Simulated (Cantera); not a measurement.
Input: 1 mol CuO, 1.5 mol C, 0.35 mol N2, held at 9.40 bar.

Method: chemical equilibrium by Gibbs-energy minimisation in Cantera with the NASA 1993 tables (ideal gas, pure condensed phases). Candidate condensed phases: C, Cu, CuO, Cu2O; 27 gas species. Equilibrium is a limit: real reactors are often held back by kinetics, nucleation or transport. All values below are at 1423 K.

Base state: CO 0.732, N2 0.261, CO2 0.00686 (mole fractions); condensed: C(graphite) + Cu(l).

Task: What changes in the equilibrium state with this change: CuO replaced by PbO?

Result: 
```json
[
 {"species": "CO", "before": "0.732", "after": "0.731"},
 {"species": "N2", "before": "0.261", "after": "0.261"},
 {"species": "CO2", "before": "0.00686", "after": "0.00685"},
 {"species": "Pb", "before": "0", "after": "0.00119"},
 {"species": "C(graphite), mol", "before": "0.509", "after": "0.509"},
 {"species": "Cu(l), mol", "before": "1.00", "after": "0"},
 {"species": "Pb(l), mol", "before": "0", "after": "0.998"}
]
```
Further candidate phases: Pb, PbO, PbO2, Pb3O4.
